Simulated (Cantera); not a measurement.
Predominance diagram of Ca at 900 K against the partial pressures of O2 and F2 (log10, bar). Source: NASA polynomial tables (part measured, part estimated), evaluated in Cantera. Candidates: Ca(s), CaF2(s), CaO(s). Only these pure phases compete in this equilibrium. Not in the tables: oxide halides.

```
log p(F2) \ log p(O2)
        columns: -40, -37.1, -34.1, -31.2, -28.3, -25.4, -22.4, -19.5, -16.6, -13.6, -10.7, -7.8, -4.9, -1.9, 1
      0  A A A A A A A A A A A A A A A
   -3.2  A A A A A A A A A A A A A A A
   -6.5  A A A A A A A A A A A A A A A
   -9.8  A A A A A A A A A A A A A A A
    -13  A A A A A A A A A A A A A A A
  -16.2  A A A A A A A A A A A A A A A
  -19.5  A A A A A A A A A A A A A A A
  -22.8  A A A A A A A A A A A A A A A
    -26  A A A A A A A A A A A A A A A
  -29.2  A A A A A A A A A A A A A A A
  -32.5  A A A A A A A A A A A A A B B
  -35.8  A A A A A A A A A A A B B B B
    -39  A A A A A A A A A B B B B B B
```

A: CaF2(s); B: CaO(s).
